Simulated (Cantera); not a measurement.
What does this Cantera script print?

```python
import numpy as np
import cantera as ct

gas_names = """
    C CO CO2 C2 C2O C3 C3O2 C4 C5 Fe FeC5O5 FeO O O2 O3
""".split()
cond_names = """
    C(gr) Fe(a) Fe(c) Fe(d) Fe(L) FeC5O5(L) FeO(s) FeO(L) Fe2O3(s) Fe3O4(s)
""".split()


# ... load() reads the species with a 1 bar reference pressure and builds the phases ...
atoms = {
    'Fe3O4': {'Fe': 3, 'O': 4},
    'CO': {'C': 1, 'O': 1},
}
top_T = {'C(gr)': 4500, 'Fe2O3(s)': 1830, 'Fe3O4(s)': 1870}  # K; cautious upper limits of use, not melting points


# ... equilibrate(T, P, feed) seeds the gas with the atoms and calls Mixture.equilibrate('TP', solver="vcs", rtol=1e-11, max_steps=5000) ...
results = []
T = 2598  # K
P = 1333.22  # Pa
for m in [0.55, 0.97, 1.7, 3, 5.4, 9.5, 17]:
    feed = {'Fe3O4': 1, 'CO': m}  # mol
    mix = equilibrate(T, P, feed)
    results.append((T, P, feed, dict(zip(mix.species_names, mix.species_moles))))

top = {s: max(r[3][s] / sum(r[3][g] for g in gas_names) for r in results) for s in gas_names}
cols = sorted((s for s in top if top[s] > 1e-06), key=lambda s: -top[s])[:7]
seen = [c for c in cond_names if any(r[3].get(c, 0) > 1e-12 for r in results)]
print("log10 of partial pressures in bar; condensed amounts in mol")
print(f"{'n(CO)':>10s}" + "".join(f"{s[:9]:>10s}" for s in cols + seen))
for T, P, feed, n in results:
    ng = sum(n[g] for g in gas_names)
    print(f"{feed['CO']:10.4g}" + "".join(f"{np.log10(max(n[s] / ng * P / 1e5, 1e-99)):10.3f}" for s in cols)
          + "".join(f"{n.get(c, 0):10.4g}" for c in seen))
```

Result:

```
log10 of partial pressures in bar; condensed amounts in mol
     n(CO)        CO        Fe        O2       CO2       FeO         O    FeO(L)
      0.55    -2.935    -2.319    -2.489    -2.963    -2.762    -2.882     1.407
      0.97    -2.880    -2.281    -2.566    -2.947    -2.762    -2.920    0.2374
       1.7    -2.689    -2.306    -2.657    -2.800    -2.833    -2.965         0
         3    -2.482    -2.362    -2.808    -2.670    -2.964    -3.041         0
       5.4    -2.294    -2.452    -3.054    -2.605    -3.177    -3.164         0
       9.5    -2.149    -2.577    -3.389    -2.626    -3.469    -3.331         0
        17    -2.040    -2.746    -3.818    -2.733    -3.853    -3.546         0
```

These are equilibrium values from Cantera (NASA tables, ideal gas, pure condensed phases), not measurements of a reactor. The tables' stoichiometric FeO is somewhat more stable than real wüstite, so its field is too wide. FeO: taken at fixed stoichiometry.
